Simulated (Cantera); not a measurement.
Thermodynamics of calcination and drying, feed Ca(OH)2 + O2

Charge: 1 mol Ca(OH)2, 0.029 mol O2, equilibrated at 70.0 Pa.

Method: chemical equilibrium by Gibbs-energy minimisation in Cantera with the NASA 1993 tables (ideal gas, pure condensed phases). Candidate condensed phases: Ca, CaO, Ca(OH)2, H2O; 14 gas species. The numbers say what is thermodynamically allowed, not how fast it happens.

From 602 °C to 1902 °C the condensed part is CaO(s).

```csv
T (°C),x H2O,x H2,x O2,x H,x OH,x O,n CaO(s)
602,0.972,2.72e-10,0.0282,<1e-12,8.19e-8,1.30e-11,1.00
702,0.972,8.91e-9,0.0282,4.08e-12,8.08e-7,4.58e-10,1.00
802,0.972,1.53e-7,0.0282,2.17e-10,5.22e-6,8.32e-9,1.00
902,0.972,1.64e-6,0.0282,5.92e-9,2.45e-5,9.26e-8,1.00
1002,0.972,1.21e-5,0.0282,9.68e-8,9.06e-5,7.08e-7,1.00
1102,0.972,6.69e-5,0.0281,1.06e-6,0.000277,4.04e-6,1.00
1202,0.971,0.000295,0.0281,8.41e-6,0.000727,1.82e-5,1.00
1302,0.969,0.00107,0.0282,5.14e-5,0.00169,6.80e-5,1.000
1402,0.964,0.00331,0.0288,0.000252,0.00356,0.000219,1.000
1502,0.952,0.00875,0.0306,0.00102,0.00693,0.000633,1.000
1602,0.928,0.0199,0.0345,0.00349,0.0127,0.00169,1.000
1702,0.883,0.0390,0.0416,0.0102,0.0220,0.00425,1.000
1802,0.809,0.0667,0.0522,0.0260,0.0360,0.0101,1.000
1902,0.698,0.101,0.0652,0.0585,0.0545,0.0222,0.999
```
x: gas mole fraction; n: condensed amount in mol.
